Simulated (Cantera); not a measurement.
A closed system holds: 1 mol C2H5OH, 0.051 mol NH3, 1.3 mol H2, held at 7.90 mbar.

Cantera equilibrium calculation (NASA polynomials, part measured and part estimated; ideal gas, pure solids and liquids). Candidate condensed phases: C, C6H6, C7H8, C8H18, H2O; 136 gas species. The numbers say what is thermodynamically allowed, not how fast it happens.

Over these rows the condensed part is C(graphite). Partial pressures as log10 of bar:

| T (K) | 1000/T (1/K) | log p CO2 | log p H2 | log p CO |
|---|---|---|---|---|
| 1148 | 0.8711 | -7.06 | -2.19 | -2.84 |
| 1198 | 0.8347 | -7.38 | -2.19 | -2.83 |
| 1248 | 0.8013 | -7.68 | -2.19 | -2.83 |
| 1298 | 0.7704 | ? | -2.19 | -2.83 |
| 1348 | 0.7418 | -8.20 | -2.19 | -2.83 |
| 1398 | 0.7153 | -8.43 | -2.19 | -2.83 |

Task: Fit log p(CO2) = a + b·(1000/T) to the five rows, give the apparent enthalpy, and predict the row at 1298 K.

Result: Means: 1000/T = 0.7928, log p = -7.750. Sxy = 0.145775, Sxx = 0.0165660, so b = 8.80 and a = -7.750 − (8.80)×0.7928 = -14.73.
Apparent enthalpy: −19.145 × (8.80) = -168 kJ/mol. With the condensed phases at unit activity, 2 CO(g) = CO2(g) + C(graphite) links this pressure to the main gases: over the six rows their terms move log p by +0.02 in all, so the slope is close to that reaction's ΔH°. The five rows lie within 0.01 of the line.
Prediction at 1298 K: -14.73 + (8.80)×0.7704 = -7.95. The computed value is -7.95, 0.00 from the line.
